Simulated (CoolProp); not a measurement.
Model: reference Helmholtz-energy equation of state, Thol 2019, in CoolProp.

For decamethylcyclopentasiloxane (D5), give the phase and the density (kg/m³), cv (kJ/(kg K)), isothermal compressibility (1/MPa), expansivity (1/kK) at 303.55 °C and 6.43 MPa; 325.25 °C and 6.43 MPa; 333.85 °C and 6.43 MPa.


- 303.55 °C and 6.43 MPa: liquid; density 676, cv 1.91, isothermal compressibility 0.0127, expansivity 1.70
- 325.25 °C and 6.43 MPa: liquid; density 650, cv 1.95, isothermal compressibility 0.0158, expansivity 1.81
- 333.85 °C and 6.43 MPa: liquid; density 640, cv 1.96, isothermal compressibility 0.0172, expansivity 1.86
